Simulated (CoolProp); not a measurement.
A simple Rankine cycle with R245ca: condensing at 329.15 K, boiler at 3.17 MPa, turbine inlet 449 K, turbine efficiency 0.75, pump efficiency 0.6, no recuperator. Each further row changes one setting.

Model: reference Helmholtz-energy equation of state, Zhou 2016, in CoolProp.

```
case                             thermal efficiency (%)  net work (kJ/kg)  heat in (kJ/kg)  turbine exit temperature (K)  volume ratio over the turbine
-------------------------------  ----------------------  ----------------  ---------------  ----------------------------  -----------------------------
as stated                                          12.3              33.8              275                         382.1                           14.1
condensing temperature 321.15 K                    13.2              37.9              286                         377.4                           18.0
boiler pressure 2.22 MPa                           11.1              32.5              293                         399.8                           8.45
turbine efficiency 0.65                            10.5              28.8              275                         386.7                           14.3
```
